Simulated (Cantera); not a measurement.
A closed system holds: 1 mol Si, 0.27 mol H2O, 2.4 mol N2, equilibrated at 0.0323 Torr.

Method: chemical equilibrium by Gibbs-energy minimisation in Cantera with the NASA 1993 tables (ideal gas, pure condensed phases). Candidate condensed phases: H2O, Si, SiO2, Si2N2O, Si3N4; 35 gas species. Rates play no part.

Question: Which condensed phases are stable at each of these points (T (K)): 1625, 1675, 1725, 1775, 1825, 1875, 1925?

Answer: 
| T (K) | condensed phases | Si condensed (%) |
|---|---|---|
| 1625 | Si(s) | 71.8 |
| 1675 | Si(s) | 69.9 |
| 1725 | Si(l) | 65.6 |
| 1775 | Si(l) | 56.6 |
| 1825 | Si(l) | 36.8 |
| 1875 | gas only | 0.0 |
| 1925 | gas only | 0.0 |

From 1625 K to 1675 K the condensed part is Si(s). From 1725 K to 1825 K the condensed part is Si(l). From 1875 K to 1925 K nothing is condensed.
